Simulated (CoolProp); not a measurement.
Hexamethyldisiloxane (MM) along the isotherm 620 K: density (kg/m³) from the reference equation and from simpler models built on Tc = 518.7 K, pc = 19.31 bar, ω = 0.418; each cubic takes its own stable root.

Model: reference Helmholtz-energy equation of state, Thol 2016, in CoolProp.

| p (bar) | phase | reference | Redlich-Kwong | Peng-Robinson |
|---|---|---|---|---|
| 14.9 | gas | 54.99 | 56.23 | 55.42 |
| 29.7 | supercritical | 130.0 | 142.5 | 131.8 |
| 44.6 | supercritical | 226.8 | 252.1 | 222.8 |
| 59.4 | supercritical | 312.4 | 324.1 | 299.5 |
| 74.3 | supercritical | 365.5 | 369.8 | 356.0 |
| 89.1 | supercritical | 399.6 | 402.4 | 398.0 |
| 104 | supercritical | 424.6 | 428.0 | 431.2 |
| 119 | supercritical | 444.2 | 449.0 | 458.6 |
| 134 | supercritical | 460.2 | 466.8 | 481.6 |
| 149 | supercritical | 473.7 | 482.3 | 501.5 |
| 163 | supercritical | 484.8 | 495.0 | 517.8 |
| 178 | supercritical | 495.3 | 507.2 | 533.3 |
| 193 | supercritical | 504.7 | 518.2 | 547.3 |
